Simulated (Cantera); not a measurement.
An adiabatic, constant-pressure homogeneous reactor starts with 12.3 % CH4, 1.36 % H2, 18.1 % O2, 68.1 % N2, equivalence ratio 1.4, at 1050 K and 9.87 atm.

Cantera simulation using GRI-Mech 3.0 (53 species, 325 reactions); the numbers are that mechanism's predictions, not measurements.

Task: Predict: time of steepest temperature rise; temperature at 8.00 s; equilibrium temperature; x(H2) at 8.00 s; x(O2) at 8.00 s; x(HCN) at 8.00 s.

Result: 
| Item | Value |
|---|---|
| time of steepest temperature rise | 7.39 ms |
| temperature at 8.00 s | 2556 K |
| equilibrium temperature | 2556 K |
| x(H2) at 8.00 s | 0.0582 (gas-phase equilibrium 0.0582) |
| x(O2) at 8.00 s | 6.07e-5 (gas-phase equilibrium 6.07e-5) |
| x(HCN) at 8.00 s | 9.81e-8 (gas-phase equilibrium 9.81e-8) |
